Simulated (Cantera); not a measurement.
Silicon oxide and oxynitride deposition: Si₂H₆ + O₂ + N₂ + H₂O

Feed: 1 mol Si₂H₆, 0.17 mol O₂, 98 mol N₂, 0.64 mol H₂O, at 10.0 Torr.

Cantera equilibrium calculation (NASA polynomials, part measured and part estimated; ideal gas, pure solids and liquids). Candidate condensed phases: H₂O, Si, SiO₂, Si₂N₂O, Si₃N₄; 35 gas species. The feed counts by its element totals alone. N₂ is the only nitrogen source here; it is nearly inert below about 1500 K, so the nitride shown seldom forms there in practice. Mutual solubility and eutectic melting of coexisting phases are not modelled. The tables' values for SiN are old estimates; treat these amounts as uncertain. Equilibrium is a limit: real reactors are often held back by kinetics, nucleation or transport.

```json
[
 {"T (K)": "850", "x N₂": "0.964", "x H₂": "0.0362", "x SiO": "<1e-12", "x H": "3.37e-11", "x Si": "<1e-12", "x Si₂N": "<1e-12", "x SiN": "<1e-12", "x SiH": "<1e-12", "n Si₂N₂O(s)": "0.980", "n Si₃N₄(s)": "0.0133", "n Si(l)": "0"},
 {"T (K)": "950", "x N₂": "0.964", "x H₂": "0.0362", "x SiO": "<1e-12", "x H": "9.16e-10", "x Si": "<1e-12", "x Si₂N": "<1e-12", "x SiN": "<1e-12", "x SiH": "<1e-12", "n Si₂N₂O(s)": "0.980", "n Si₃N₄(s)": "0.0133", "n Si(l)": "0"},
 {"T (K)": "1050", "x N₂": "0.964", "x H₂": "0.0362", "x SiO": "<1e-12", "x H": "1.34e-8", "x Si": "<1e-12", "x Si₂N": "<1e-12", "x SiN": "<1e-12", "x SiH": "<1e-12", "n Si₂N₂O(s)": "0.980", "n Si₃N₄(s)": "0.0133", "n Si(l)": "0"},
 {"T (K)": "1150", "x N₂": "0.964", "x H₂": "0.0362", "x SiO": "6.97e-12", "x H": "1.23e-7", "x Si": "<1e-12", "x Si₂N": "<1e-12", "x SiN": "<1e-12", "x SiH": "<1e-12", "n Si₂N₂O(s)": "0.980", "n Si₃N₄(s)": "0.0133", "n Si(l)": "0"},
 {"T (K)": "1250", "x N₂": "0.964", "x H₂": "0.0362", "x SiO": "9.17e-10", "x H": "7.96e-7", "x Si": "<1e-12", "x Si₂N": "<1e-12", "x SiN": "<1e-12", "x SiH": "<1e-12", "n Si₂N₂O(s)": "0.980", "n Si₃N₄(s)": "0.0133", "n Si(l)": "0"},
 {"T (K)": "1350", "x N₂": "0.964", "x H₂": "0.0362", "x SiO": "5.77e-8", "x H": "3.93e-6", "x Si": "3.99e-11", "x Si₂N": "<1e-12", "x SiN": "1.18e-11", "x SiH": "5.59e-12", "n Si₂N₂O(s)": "0.980", "n Si₃N₄(s)": "0.0133", "n Si(l)": "0"},
 {"T (K)": "1450", "x N₂": "0.964", "x H₂": "0.0362", "x SiO": "2.03e-6", "x H": "1.56e-5", "x Si": "2.79e-9", "x Si₂N": "8.67e-12", "x SiN": "5.07e-10", "x SiH": "2.44e-10", "n Si₂N₂O(s)": "0.980", "n Si₃N₄(s)": "0.0134", "n Si(l)": "0"},
 {"T (K)": "1550", "x N₂": "0.964", "x H₂": "0.0361", "x SiO": "4.46e-5", "x H": "5.19e-5", "x Si": "1.12e-7", "x Si₂N": "9.52e-10", "x SiN": "1.33e-8", "x SiH": "6.47e-9", "n Si₂N₂O(s)": "0.976", "n Si₃N₄(s)": "0.0148", "n Si(l)": "0"},
 {"T (K)": "1650", "x N₂": "0.963", "x H₂": "0.0361", "x SiO": "0.000668", "x H": "0.000149", "x Si": "2.86e-6", "x Si₂N": "5.84e-8", "x SiN": "2.33e-7", "x SiH": "1.15e-7", "n Si₂N₂O(s)": "0.913", "n Si₃N₄(s)": "0.0357", "n Si(l)": "0"},
 {"T (K)": "1750", "x N₂": "0.957", "x H₂": "0.0356", "x SiO": "0.00730", "x H": "0.000380", "x Si": "5.02e-5", "x Si₂N": "2.22e-6", "x SiN": "2.93e-6", "x SiH": "1.45e-6", "n Si₂N₂O(s)": "0.238", "n Si₃N₄(s)": "0.259", "n Si(l)": "0"},
 {"T (K)": "1850", "x N₂": "0.954", "x H₂": "0.0350", "x SiO": "0.00954", "x H": "0.000873", "x Si": "0.000484", "x Si₂N": "3.19e-5", "x SiN": "2.09e-5", "x SiH": "1.04e-5", "n Si₂N₂O(s)": "0", "n Si₃N₄(s)": "0", "n Si(l)": "0.959"},
 {"T (K)": "1950", "x N₂": "0.952", "x H₂": "0.0344", "x SiO": "0.00952", "x H": "0.00184", "x Si": "0.00179", "x Si₂N": "8.15e-5", "x SiN": "5.92e-5", "x SiH": "2.93e-5", "n Si₂N₂O(s)": "0", "n Si₃N₄(s)": "0", "n Si(l)": "0.806"}
]
```
x: gas mole fraction; n: condensed amount in mol.

From 850 K to 1750 K the condensed part is Si₂N₂O(s) + Si₃N₄(s). From 1850 K to 1950 K the condensed part is Si(l).
